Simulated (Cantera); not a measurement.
A closed system holds: 1 mol PbO, 850 mol H₂, 1.4 mol N₂, held at 2200 K and 36.0 Pa.

Equilibrium computed with Cantera from the NASA thermochemical tables; the gas is ideal and each condensed phase is pure. Candidate condensed phases: H₂O, Pb, PbO, PbO₂, Pb₃O₄; 27 gas species. Kinetics and transport are ignored.

Base state: H₂ 0.741, H 0.256, N₂ 0.00143, Pb 0.00102, H₂O 0.000965, OH 4.65e-5, O 1.12e-5 (mole fractions); condensed: gas only.

**Question.** What changes in the equilibrium state with this change: pressure from 36.0 Pa to 0.680 bar?

**Answer.** 
```csv
species,before,after
H₂,0.741,0.989
H,0.256,0.00679
N₂,0.00143,0.00164
Pb,0.00102,0.00117
O,1.12e-5,5.36e-9
OH,4.65e-5,1.12e-6
H₂O,0.000965,0.00117
```

**Question.** What changes in the equilibrium state with this change: temperature from 2200 K to 825 K?

**Answer.** 
```json
[
 {"species": "H₂", "before": "0.741", "after": "0.997"},
 {"species": "N₂", "before": "0.00143", "after": "0.00164"},
 {"species": "H₂O", "before": "0.000965", "after": "0.00117"},
 {"species": "H", "before": "0.256", "after": "<1e-9"},
 {"species": "Pb", "before": "0.00102", "after": "0.000398"},
 {"species": "OH", "before": "4.65e-5", "after": "<1e-9"},
 {"species": "O", "before": "1.12e-5", "after": "<1e-9"},
 {"species": "Pb(l), mol", "before": "0", "after": "0.661"}
]
```
